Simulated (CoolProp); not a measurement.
The numbers come from the reference Helmholtz-energy equation of state, Setzmann 1991 in CoolProp.

Q: For methane, give the phase and the isothermal compressibility (1/MPa), viscosity (µPa s), Prandtl number, fugacity coefficient at 125.2 K and 1.84 MPa.

A: 
- 125.2 K and 1.84 MPa: liquid; isothermal compressibility 0.00298, viscosity 90.5, Prandtl number 1.94, fugacity coefficient 0.147

Viscosity comes from a separate model (Quiñones-Cisneros 2006). Thermal conductivity comes from a separate model (Friend 1989).
